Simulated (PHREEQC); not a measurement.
0.02 g of hydrous ferric oxide (600 m²/g; 0.2 weak and 0.005 strong sites per Fe, Dzombak-Morel constants, diffuse double layer) in 1 kg of water with 0.1 mol/kgw of an inert sodium salt and 1.4e-07 mol/kgw CuSO4 and 4.6e-07 mol/kgw Na2HAsO4, at 25 °C; the pH is set by adding NaOH or the inert anion's acid. Oxygen is held at 0.21 atm. The system is closed to CO2. Nothing may precipitate in this run.

The series has 13 steps of pH, from 4 to 12.

Computed with PHREEQC (ion-association model, wateq4f.dat).

Task: Near which pH is half of the S sorbed, and on which side is more sorbed?

Result: Near pH 5.0, with more sorbed at lower pH.

Task: Near which pH is half of the Cu sorbed, and on which side is more sorbed?

Result: Near pH 5.5, with more sorbed at higher pH.

Task: Near which pH is half of the As sorbed, and on which side is more sorbed?

Result: Near pH 9.7, with more sorbed at lower pH.

Complexes and solids missing from the database can't appear. The database has no arsenate complexes of Cu. The database's constant for dissolved Cu(OH)2 is higher than later reviews accept.
